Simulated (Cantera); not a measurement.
A Cantera script and its output.

```python
import numpy as np
import cantera as ct

gas = ct.Solution("gri30.yaml")
gas.TPX = 475, 64000, {'CH3OH': 1, 'O2': 2.03, 'N2': 7.62}
flame = ct.FreeFlame(gas, width=0.055)
flame.set_refine_criteria(ratio=3, slope=0.08, curve=0.16)
flame.transport_model = "mixture-averaged"
flame.solve(loglevel=0, auto=True)
z, T = flame.grid, flame.T
thick = (T[-1] - T[0]) / np.gradient(T, z).max()
show = ['CH3OH', 'O2', 'CO', 'HCO', 'H2', 'CH2O']
print(f"laminar burning velocity  {flame.velocity[0] * 100:.3f} cm/s")
print(f"burnt temperature         {T[-1]:.1f} K")
print(f"thermal thickness         {thick * 1e3:.4f} mm")
print(f"grid points               {len(z)}")
z0 = z[flame.heat_release_rate.argmax()]
print(f"{'z/mm':>9s}{'T/K':>9s}{'u/(m/s)':>9s}" + "".join(f"{s:>11s}" for s in show))
rows = []
for k in (-3, -2, -1.5, -1, -0.5, -0.25, 0, 0.25, 0.5, 1, 2, 4, 8):
    zz = z0 + k * thick
    rows.append([k * thick, np.interp(zz, z, T), np.interp(zz, z, flame.velocity),
                 *(np.interp(zz, z, flame.X[gas.species_index(s)]) for s in show)])
    print(f"{rows[-1][0] * 1e3:9.3f}{rows[-1][1]:9.1f}{rows[-1][2]:9.3f}" + "".join(f"{x:11.3e}" for x in rows[-1][3:]))
```

Result:

```
laminar burning velocity  56.644 cm/s
burnt temperature         2065.6 K
thermal thickness         0.6127 mm
grid points               134
     z/mm      T/K  u/(m/s)      CH3OH         O2         CO        HCO         H2       CH2O
   -1.838    475.5    0.568  9.379e-02  1.904e-01  1.423e-05  5.540e-19  1.091e-03  7.958e-07
   -1.225    479.5    0.573  9.351e-02  1.897e-01  1.359e-04  6.786e-17  2.709e-03  1.033e-05
   -0.919    493.1    0.591  9.284e-02  1.882e-01  5.625e-04  2.249e-15  4.446e-03  5.455e-05
   -0.613    568.5    0.687  8.881e-02  1.813e-01  3.100e-03  7.962e-13  7.428e-03  4.245e-04
   -0.306    897.5    1.111  6.546e-02  1.527e-01  1.570e-02  9.602e-09  1.166e-02  2.938e-03
   -0.153   1229.5    1.553  3.583e-02  1.227e-01  3.020e-02  3.780e-06  1.387e-02  6.001e-03
    0.000   1589.9    2.046  4.183e-03  8.841e-02  4.541e-02  9.923e-05  1.359e-02  3.453e-03
    0.153   1705.4    2.193  1.702e-05  6.938e-02  3.706e-02  4.893e-06  8.301e-03  4.862e-05
    0.306   1753.0    2.242  2.720e-08  6.132e-02  2.631e-02  4.708e-08  6.298e-03  1.704e-07
    0.613   1820.8    2.314  1.866e-12  5.567e-02  1.579e-02  1.236e-08  5.583e-03  1.250e-10
    1.225   1899.7    2.401  2.425e-17  5.221e-02  9.877e-03  4.529e-09  4.458e-03  9.155e-12
    2.451   1972.5    2.483  7.216e-19  4.990e-02  6.469e-03  1.277e-09  2.832e-03  3.752e-12
    4.901   2025.7    2.542  1.083e-19  4.834e-02  3.610e-03  2.506e-10  1.495e-03  1.161e-12
```

Detailed kinetics in Cantera: GRI-Mech 3.0 (53 species, 325 reactions). GRI-Mech 3.0 was tuned for natural gas; its chemistry of methanol as a main component is partial and can be far from experiment. Burning velocities carry a grid error of a few per cent, more on coarse grids.
